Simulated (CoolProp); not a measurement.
The numbers come from the reference Helmholtz-energy equation of state, Jacobsen 1992 in CoolProp.

Q: Give the vapour pressure (bar), liquid density (kg/m³), vapour Z, liquid conductivity (mW/(m K)) of saturated R11 at 343.4, 403.1 K.

A: 
| T (K) | p (bar) | liquid density (kg/m³) | vapour Z | liquid conductivity (mW/(m K)) |
|---|---|---|---|---|
| 343.4 | 4.11 | 1360 | 0.904 | 74.2 |
| 403.1 | 14.9 | 1170 | 0.761 | 58.1 |

Thermal conductivity comes from a separate model (McLinden 2000), an estimate that may be off by 10 % or more.
